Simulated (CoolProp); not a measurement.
Properties of neopentane at several states.

Computed with CoolProp (reference Helmholtz-energy equation of state, Lemmon 2006). It is a short technical equation, of lower accuracy than the large ones.

| T (K) | p (MPa) | phase | density (kg/m³) | speed of sound (m/s) | Joule-Thomson coefficient (K/MPa) | expansivity (1/kK) |
|---|---|---|---|---|---|---|
| 475.1 | 0.11 | gas | 2.027 | 237.7 | 5.686 | 2.165 |
| 438.5 | 0.0516 | gas | 1.027 | 229.5 | 7.101 | 2.319 |
| 451.3 | 0.303 | gas | 5.998 | 227.7 | 6.773 | 2.433 |
| 321.8 | 0.529 | liquid | 557.5 | 736.7 | -0.2106 | 2.211 |
| 333 | 6.95 | liquid | 559.4 | 774.2 | -0.2509 | 1.966 |
| 410.2 | 0.627 | gas | 14.49 | 206.1 | 9.807 | 3.230 |
